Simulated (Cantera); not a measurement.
An isothermal, constant-pressure homogeneous reactor starts with H2 : O2 : N2 : H2O = 0.88 : 1 : 6.6 : 0.075 (molar parts), equivalence ratio 0.44, at 1098 K and 135 Torr.

Cantera simulation using GRI-Mech 3.0 (53 species, 325 reactions); the numbers are that mechanism's predictions, not measurements. The temperature is held fixed by assumption; the heat of reaction is taken as removed at once.

x: mole fraction; the columns are a selection and need not sum to one.

```tsv
t (s)	x H2	x O2	x NO	x OH	x NO2	x HO2	x O
1.00e-5	0.103	0.117	<1e-12	1.02e-11	<1e-12	1.83e-10	1.58e-11
3.53e-5	0.103	0.117	<1e-12	7.22e-11	<1e-12	6.65e-10	1.47e-10
0.000125	0.103	0.117	<1e-12	1.43e-9	<1e-12	3.28e-9	3.16e-9
0.000440	0.103	0.117	<1e-12	…	<1e-12	…	…
0.00155	0.00336	0.0699	2.68e-6	0.00126	3.73e-10	1.27e-5	0.00218
0.00548	0.000188	0.0690	2.77e-6	0.000192	1.06e-8	4.97e-6	8.47e-5
0.0193	1.32e-5	0.0690	2.74e-6	5.35e-5	4.03e-8	6.95e-7	6.25e-6
0.0682	1.07e-6	0.0690	2.74e-6	1.97e-5	4.57e-8	9.38e-8	8.10e-7
0.241	1.48e-7	0.0690	2.75e-6	8.64e-6	3.02e-8	1.81e-8	1.57e-7
0.850	3.16e-8	0.0690	2.77e-6	4.22e-6	1.61e-8	4.54e-9	3.77e-8
3.00	…	0.0690	2.77e-6	…	…	…	…
```

Q: What belongs in the gaps?

A: 
- 0.000440, x OH: 9.34e-6
- 0.000440, x HO2: 5.38e-6
- 0.000440, x O: 2.00e-5
- 3.00, x H2: 8.07e-9
- 3.00, x OH: 2.18e-6
- 3.00, x NO2: 1.00e-8
- 3.00, x HO2: 1.56e-9
- 3.00, x O: 1.01e-8
